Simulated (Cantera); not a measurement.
A closed system holds: 1 mol Si2Cl6, 1.3 mol HCl, 45 mol N2, at 1325 °C.

Cantera equilibrium calculation (NASA polynomials, part measured and part estimated; ideal gas, pure solids and liquids). Candidate condensed phases: NH4Cl, Si, Si3N4; 28 gas species. The feed counts by its element totals alone. Kinetics and transport are ignored.

Which condensed phases are stable at each of these points (P (Pa)): 100, 230, 540, 1300, 2900, 6800, 16000, 37000, 86000, 200000?


| P (Pa) | condensed phases | Si condensed (%) |
|---|---|---|
| 100 | gas only | 0.0 |
| 230 | gas only | 0.0 |
| 540 | gas only | 0.0 |
| 1300 | gas only | 0.0 |
| 2900 | gas only | 0.0 |
| 6800 | gas only | 0.0 |
| 16000 | gas only | 0.0 |
| 37000 | gas only | 0.0 |
| 86000 | Si3N4(s) | 7.0 |
| 200000 | Si3N4(s) | 13.2 |

From 0.00100 bar to 0.370 bar nothing is condensed. From 0.860 bar to 2.00 bar the condensed part is Si3N4(s).
